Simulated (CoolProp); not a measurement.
Properties of CHF3 (R23) along the isotherm 332.6 K.

Model: reference Helmholtz-energy equation of state, Penoncello 2003, in CoolProp.

```
p (kPa)  phase           Z  cp (kJ/(kg K))  isothermal compressibility (1/MPa)  expansivity (1/kK)  Prandtl number  fugacity coefficient
-------  -----  ----------  --------------  ----------------------------------  ------------------  --------------  --------------------
151        gas      0.9921          0.7861                               6.675               3.091           0.837                0.9922
302        gas      0.9842          0.7937                               3.365               3.179           0.834                0.9844
453        gas      0.9762          0.8016                               2.262               3.270           0.832                0.9766
604        gas      0.9682          0.8098                          (withheld)               3.365           0.831                0.9689
755        gas      0.9600          0.8183                               1.381               3.464           0.830                0.9612
906        gas      0.9518          0.8272                               1.161               3.567           0.830                0.9535
1060       gas      0.9434          0.8365                               1.002               3.676           0.831            (withheld)
1210       gas  (withheld)      (withheld)                              0.8857               3.788           0.831                0.9382
1360       gas      0.9268          0.8559                              0.7956               3.904           0.833            (withheld)
1510       gas      0.9184          0.8662                              0.7236               4.025           0.834                0.9232
1660       gas      0.9099          0.8770                              0.6649               4.151           0.837                0.9157
1810       gas      0.9013          0.8882                              0.6161               4.283           0.839                0.9083
1960       gas      0.8927          0.8999                              0.5751               4.422           0.842                0.9008
2110       gas      0.8839          0.9121                              0.5400               4.566      (withheld)                0.8934
2260       gas      0.8751          0.9249                          (withheld)               4.718           0.850                0.8861
2420       gas      0.8657          0.9392                              0.4820               4.888           0.855                0.8783
```

Question: Fill in the missing entries.

Answer: 
- 604, isothermal compressibility (1/MPa): 1.711
- 1060, fugacity coefficient: 0.9458
- 1210, Z: 0.9351
- 1210, cp (kJ/(kg K)): 0.8460
- 1360, fugacity coefficient: 0.9307
- 2110, Prandtl number: 0.846
- 2260, isothermal compressibility (1/MPa): 0.5098

Viscosity comes from a separate model (Shan 2000). Thermal conductivity comes from a separate model (Shan 2000).
